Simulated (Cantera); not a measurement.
## Premixed flame

A freely propagating, adiabatic, planar premixed flame of H₂ : O₂ : N₂ = 1 : 0.217 : 0.817 (molar parts), unburnt at 648 K and 0.168 atm; mixture-averaged transport, grid criteria slope 0.08 and curve 0.16, no radiation.

Cantera simulation using the H2/O2 subset of GRI-Mech 3.0, which has no nitrogen chemistry; the numbers are that mechanism's predictions, not measurements. Burning velocities carry a grid error of a few per cent, more on coarse grids.

| z (mm) | T (K) | u (m/s) | x H₂ | x O₂ | x OH | x H₂O₂ | x H | x HO₂ |
|---|---|---|---|---|---|---|---|---|
| -14.3 | 648 | 8.15 | 0.492 | 0.107 | <1e-8 | <1e-8 | <1e-8 | <1e-8 |
| -9.53 | 648 | 8.15 | 0.492 | 0.107 | <1e-8 | <1e-8 | <1e-8 | <1e-8 |
| -7.14 | 648 | 8.15 | 0.492 | 0.107 | <1e-8 | <1e-8 | <1e-8 | 1.32e-8 |
| -4.76 | 648 | 8.15 | 0.492 | 0.107 | <1e-8 | <1e-8 | 1.18e-6 | 1.14e-6 |
| -2.38 | 660 | 8.29 | 0.490 | 0.106 | 2.52e-5 | 2.74e-7 | 0.000831 | 4.07e-5 |
| -1.19 | 778 | 9.67 | 0.464 | 0.102 | 0.000212 | 2.24e-7 | 0.0136 | 2.83e-5 |
| 0 | 1119 | 13.6 | 0.326 | 0.0555 | 0.00179 | 2.31e-7 | 0.0876 | 1.15e-5 |
| 1.19 | 1346 | 16.2 | 0.233 | 0.00491 | 0.00240 | 1.17e-7 | 0.130 | 1.01e-6 |
| 2.38 | 1431 | 17.2 | 0.231 | 0.000786 | 0.00266 | 9.96e-8 | 0.124 | 1.50e-7 |
| 4.76 | 1531 | 18.2 | 0.240 | 0.000534 | 0.00321 | 9.45e-8 | 0.111 | 9.31e-8 |
| 9.53 | 1646 | 19.4 | 0.251 | 0.000453 | 0.00371 | 7.37e-8 | 0.0938 | 7.29e-8 |
| 19.1 | 1769 | 20.7 | 0.262 | 0.000341 | 0.00397 | 4.65e-8 | 0.0757 | 5.32e-8 |
| 38.1 | 1887 | 21.9 | 0.273 | 0.000226 | 0.00386 | 2.59e-8 | 0.0583 | 3.68e-8 |
x: mole fraction of selected species; z is measured from the peak of heat release.

laminar burning velocity: 815 cm/s
thermal thickness: 4.76 mm
peak x(OH): 0.00398
peak x(H₂O₂): 3.27e-7
peak x(H): 0.130
peak x(HO₂): 4.09e-5
